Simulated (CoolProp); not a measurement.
Vapour-liquid equilibrium of n-butane (1) + cis-2-butene (2) at -76.85 °C; x and y are mole fractions of (1).

Values from CoolProp's multi-fluid Helmholtz-energy mixture model, Bücker 2006 and Lemmon 2005; pair parameters Bell 2016.

Give the bubble pressure and the first vapour's composition at x = 0.35, 0.85, 0.95. Is there an azeotrope?

x = 0.35: 0.01209 bar, y = 0.445; x = 0.85: 0.01398 bar, y = 0.880; x = 0.95: 0.01430 bar, y = 0.961. No azeotrope shows between x = 0.05 and 0.95.

The pair parameters rest on a limited set of measurements; away from them the model extrapolates.
